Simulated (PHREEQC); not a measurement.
Dissolve 1.4 mol/kgw NaOH, 0.021 mol/kgw NaHCO3 and 1.7 mol/kgw KBr at 25 °C. Closed to the air; pH follows from the charge balance.

All values are PHREEQC results (Pitzer model, pitzer.dat), not measurements.

Each row changes one thing in this solution. No solid was allowed to form.

```
case                              pH  HCO3- (mol/kgw)  SI of Natron (Na2CO3:10H2O)  SI of Nahcolite (NaHCO3)
-----------------------------  -----  ---------------  ---------------------------  ------------------------
as made                        14.05          7.13e-7                        -2.45                     -6.09
0.032 mol/kgw HBr added        14.04          7.31e-7                        -2.45                     -6.08
diluted 10-fold with water     12.99          1.39e-6                        -4.57                     -6.60
NaOH from 1.4 to 1.26 mol/kgw  13.99          8.11e-7                        -2.52                     -6.07
diluted 100-fold with water    12.06          2.18e-6                        -7.00                     -7.23
```

In brines, pH and single-ion activities rest on the MacInnes convention.
